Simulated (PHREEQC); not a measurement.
Dissolve 0.0085 mol/kgw KHF2, 0.00045 mol/kgw NaF and 0.038 mol/kgw LiCl at 25 °C. Closed to the air; pH follows from the charge balance.

Computed with PHREEQC (ion-association model, phreeqc.dat).

Each row changes one thing in this solution. Precipitation was switched off in this run.

```json
[
 {"case": "as made", "pH": "3.18", "ionic strength (mol/kgw)": "0.0477", "F- (mol/kgw)": "0.00944", "HF (mol/kgw)": "0.00747", "HF2- (mol/kgw)": "0.000270", "SI of Sylvite (KCl)": "-4.57"},
 {"case": "LiCl from 0.038 to 0.057 mol/kgw", "pH": "3.17", "ionic strength (mol/kgw)": "0.0668", "F- (mol/kgw)": "0.00948", "HF (mol/kgw)": "0.00743", "HF2- (mol/kgw)": "0.000270", "SI of Sylvite (KCl)": "-4.41"},
 {"case": "temperature from 25 to 30 °C", "pH": "3.22", "ionic strength (mol/kgw)": "0.0477", "F- (mol/kgw)": "0.00938", "HF (mol/kgw)": "0.00751", "HF2- (mol/kgw)": "0.000280", "SI of Sylvite (KCl)": "-4.59"},
 {"case": "LiCl from 0.038 to 0.0418 mol/kgw", "pH": "3.18", "ionic strength (mol/kgw)": "0.0515", "F- (mol/kgw)": "0.00945", "HF (mol/kgw)": "0.00746", "HF2- (mol/kgw)": "0.000270", "SI of Sylvite (KCl)": "-4.53"},
 {"case": "diluted 10-fold with water", "pH": "3.51", "ionic strength (mol/kgw)": "0.00502", "F- (mol/kgw)": "0.00122", "HF (mol/kgw)": "0.000519", "HF2- (mol/kgw)": "2.43e-6", "SI of Sylvite (KCl)": "-6.46"},
 {"case": "0.013 mol/kgw NH3 added", "pH": "9.07", "ionic strength (mol/kgw)": "0.0555", "F- (mol/kgw)": "0.0175", "HF (mol/kgw)": "1.76e-8", "HF2- (mol/kgw)": "1.18e-9", "SI of Sylvite (KCl)": "-4.58"},
 {"case": "0.008 mol/kgw CO2 added", "pH": "3.18", "ionic strength (mol/kgw)": "0.0477", "F- (mol/kgw)": "0.00944", "HF (mol/kgw)": "0.00747", "HF2- (mol/kgw)": "0.000270", "SI of Sylvite (KCl)": "-4.57"},
 {"case": "NaF left out", "pH": "3.17", "ionic strength (mol/kgw)": "0.0473", "F- (mol/kgw)": "0.00904", "HF (mol/kgw)": "0.00745", "HF2- (mol/kgw)": "0.000258", "SI of Sylvite (KCl)": "-4.57"},
 {"case": "KHF2 from 0.0085 to 0.00425 mol/kgw", "pH": "3.26", "ionic strength (mol/kgw)": "0.0433", "F- (mol/kgw)": "0.00527", "HF (mol/kgw)": "0.00354", "HF2- (mol/kgw)": "7.15e-5", "SI of Sylvite (KCl)": "-4.86"}
]
```
